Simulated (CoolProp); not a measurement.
Vapour-liquid equilibrium of ethane (1) + n-butane (2) at 201.8 K; x and y are mole fractions of (1).

Model: multi-fluid Helmholtz-energy mixture model, Bücker 2006 and Bücker 2006; pair parameters Kunz 2012, in CoolProp.

```csv
x,bubble pressure (kPa),y at the bubble point,dew pressure at overall composition x (kPa),liquid density (mol/L)
0.05,13.33,0.840,2.343,11.79
0.15,36.36,0.947,2.616,12.25
0.25,60.11,0.971,2.962,12.73
0.35,84.13,0.982,3.412,13.24
0.45,108.0,0.988,4.023,13.79
0.55,131.5,0.992,4.900,14.36
0.65,154.5,0.994,6.267,14.96
0.75,177.2,0.996,8.692,15.60
0.85,199.9,0.998,14.18,16.28
0.95,223.3,0.999,38.43,16.98
```

No azeotrope shows between x = 0.05 and 0.95.

Pair parameters are fitted to limited data, so mixtures are less certain than the pure fluids. The gap from Raoult's law changes sign with composition, which may be real or a fault of the pair parameters; it wasn't checked against measurements.
